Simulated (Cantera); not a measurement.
## Diamond growth

A diamond (100) surface in a fixed gas of H2 with x(CH4) = 0.014, x(CH3) = 0.00014, at 1175 K, 1400 Pa; coverages are run to steady state.

Cantera simulation using the Harris–Goodwin 1993 mechanism for the reconstructed diamond (100) surface; the numbers are that mechanism's predictions, not measurements.

```csv
x(H),growth (µm/h),θ c6HH,θ c6H*,θ c6*H,θ c6**,θ c6HM
0.0001,0.0221,0.609,0.0265,0.356,0.00504,0.000679
0.00021,0.0485,0.542,0.0308,0.414,0.00965,0.000862
0.00046,0.0898,0.498,0.0334,0.449,0.0155,0.00103
0.00097,0.143,0.476,0.0346,0.466,0.0203,0.00113
0.0021,0.224,0.464,0.0352,0.474,0.0238,0.00117
0.0044,0.352,0.459,0.0355,0.478,0.0258,0.00113
0.0095,0.571,0.456,0.0357,0.480,0.0268,0.00100
0.02,0.876,0.455,0.0358,0.481,0.0273,0.000797
0.043,1.23,0.454,0.0359,0.481,0.0276,0.000547
```
θ: site fractions in the mechanism's names (c6HH fully hydrogenated, c6H* and c6*H radical sites, c6** diradical, c6HM methylated).
